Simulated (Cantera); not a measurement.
A Cantera script and its output.

```python
import numpy as np
import cantera as ct

gas = ct.Solution("gri30.yaml")
gas.TPX = 1025, 1200000, {'CH4': 0.0097, 'O2': 0.38, 'N2': 1}
reactor = ct.IdealGasConstPressureReactor(gas, energy="off", clone=False)
net = ct.ReactorNet([reactor])
net.rtol, net.atol = 1e-08, 1e-18
show = ['CH4', 'O2', 'H', 'H2', 'HCN']
times = np.geomspace(0.0006, 60, 14)

steps = ct.SolutionArray(gas, extra=["t"])
rows = []
print(f"{'t/s':>10s}{'T/K':>9s}{'P/Pa':>11s}" + "".join(f"{s:>11s}" for s in show))
for t in times:
    while net.time < t:
        t_next = net.step()
        steps.append(gas.state, t=t_next)
    rows.append([np.interp(t, steps.t, y) for y in (steps.T, steps.P, *steps(*show).X.T)])
    print(f"{t:10.3e}{rows[-1][0]:9.1f}{rows[-1][1]:11.4g}" + "".join(f"{x:11.3e}" for x in rows[-1][2:]))
rate = np.gradient(steps.T, steps.t)
print("integrator steps:", len(steps.t))
if steps.T.max() > steps.T[0] + 200:
    print(f"time of steepest temperature rise: {steps.t[rate.argmax()]:.4e} s")
gas.TPX = 1025, 1200000, {'CH4': 0.0097, 'O2': 0.38, 'N2': 1}
gas.equilibrate("TP")
print(f"equilibrium (TP): T = {gas.T:.1f} K  " + "  ".join(f"{s} {gas[s].X[0]:.3e}" for s in show))
```

Output:

```
       t/s      T/K       P/Pa        CH4         O2          H         H2        HCN
 6.000e-04   1025.0    1.2e+06  6.980e-03  2.734e-01  1.643e-13  1.082e-11  6.501e-26
 1.455e-03   1025.0    1.2e+06  6.980e-03  2.734e-01  6.442e-13  9.119e-11  8.184e-25
 3.527e-03   1025.0    1.2e+06  6.978e-03  2.734e-01  4.543e-12  1.302e-09  1.960e-23
 8.551e-03   1025.0    1.2e+06  6.965e-03  2.734e-01  3.993e-11  2.796e-08  5.604e-22
 2.073e-02   1025.0    1.2e+06  6.747e-03  2.732e-01  6.890e-10  1.101e-06  7.198e-20
 5.026e-02   1025.0    1.2e+06  2.339e-03  2.659e-01  2.815e-09  2.961e-05  2.950e-17
 1.219e-01   1025.0    1.2e+06  2.927e-04  2.616e-01  5.275e-10  8.762e-06  4.674e-17
 2.954e-01   1025.0    1.2e+06  3.831e-05  2.606e-01  1.224e-10  1.923e-06  5.424e-17
 7.163e-01   1025.0    1.2e+06  3.689e-06  2.602e-01  4.187e-11  3.715e-07  5.831e-17
 1.737e+00   1025.0    1.2e+06  1.076e-07  2.598e-01  1.406e-11  7.181e-08  5.214e-17
 4.210e+00   1025.0    1.2e+06  5.607e-10  2.596e-01  3.088e-12  1.945e-08  4.350e-17
 1.021e+01   1025.0    1.2e+06  4.397e-13  2.595e-01  5.086e-13  4.775e-09  3.717e-17
 2.475e+01   1025.0    1.2e+06  1.291e-15  2.595e-01  7.166e-14  7.856e-10  3.139e-17
 6.000e+01   1025.0    1.2e+06  8.796e-18  2.595e-01  1.504e-15  1.401e-12  7.301e-18
integrator steps: 2651
equilibrium (TP): T = 1025.0 K  CH4 3.251e-46  O2 2.595e-01  H 1.519e-15  H2 1.440e-12  HCN 2.309e-33
```

Model: GRI-Mech 3.0 (53 species, 325 reactions), integrated in Cantera. The pressure lies above the range GRI-Mech 3.0 was tuned for (to about 10 atm).
